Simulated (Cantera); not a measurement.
Gas mixture: 27.5 % H2, 28.8 % C3H8, 43.8 % C2H4, at 1000000 Pa, frozen composition.

Cantera's kinetic-theory transport with the Lennard-Jones parameters of GRI-Mech 3.0, ideal gas; thermal conductivity in the mixture-averaged form.

One state of this run: ρ (kg/m³) = 4.38; cp (J/kg/K) = 3266; μ (µPa s) = 20.2; λ (mW/m/K) = 123; Pr = 0.535; D (cm²/s) OH = 0.122; D (cm²/s) H = 0.445; D (cm²/s) CH3 = 0.0897. D: mixture-averaged diffusion coefficient of that species in the mixture.

Which value of T (K) does it belong to?
(A) 1000
(B) 400
(C) 800
(D) 700

D, 700
